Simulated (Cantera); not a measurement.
An adiabatic, constant-pressure homogeneous reactor starts with CO : H₂ : CH₄ : O₂ : N₂ = 1 : 0.042 : 0.2 : 1.37 : 5.17 (molar parts), equivalence ratio 0.67, at 1050 K and 2.90 bar. Integrator tolerance rtol = 1e-08.

Computed with Cantera and GRI-Mech 3.0 (53 species, 325 reactions).

```tsv
quantity	before	after
time of steepest temperature rise	4.47 ms	6.85 ms
temperature at 0.200 s	2462 K	2429 K
equilibrium temperature	2462 K	2429 K
x(CO) at 0.200 s	0.0111 (gas-phase equilibrium 0.0111)	0.0145 (gas-phase equilibrium 0.0145)
x(H₂) at 0.200 s	0.000677 (gas-phase equilibrium 0.000677)	0.000908 (gas-phase equilibrium 0.000908)
x(CH₄) at 0.200 s	<1e-12 (gas-phase equilibrium <1e-12)	<1e-12 (gas-phase equilibrium <1e-12)
x(HCN) at 0.200 s	1.75e-11 (gas-phase equilibrium 1.75e-11)	1.37e-11 (gas-phase equilibrium 1.37e-11)
x(O₂) at 0.200 s	0.0596 (gas-phase equilibrium 0.0596)	0.0611 (gas-phase equilibrium 0.0611)
x(CH₂O) at 0.200 s	8.71e-12 (gas-phase equilibrium 8.71e-12)	5.80e-12 (gas-phase equilibrium 5.80e-12)
```

Problem. Name the change that produced these shifts.
A. initial temperature 1050 to 1525 K
B. pressure from 2.90 bar to 1.10 bar
C. initial temperature 1050 to 1798 K
D. pressure from 2.90 bar to 10.0 bar

Solution. B, pressure from 2.90 bar to 1.10 bar
